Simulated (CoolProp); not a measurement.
Vapour-liquid equilibrium of isohexane (1) + n-hexane (2) at 98.05 °C; x and y are mole fractions of (1).

Computed with CoolProp (multi-fluid Helmholtz-energy mixture model, Lemmon 2006 and Thol 2019; pair parameters Bell 2016).

Question: Give the bubble pressure and the first vapour's composition at x = 0.05, 0.35, 0.875. Is there an azeotrope?

Answer: x = 0.05: 0.2375 MPa, y = 0.062; x = 0.35: 0.2566 MPa, y = 0.400; x = 0.875: 0.2873 MPa, y = 0.893. No azeotrope shows between x = 0.05 and 0.95.

The pair parameters rest on a limited set of measurements; away from them the model extrapolates.
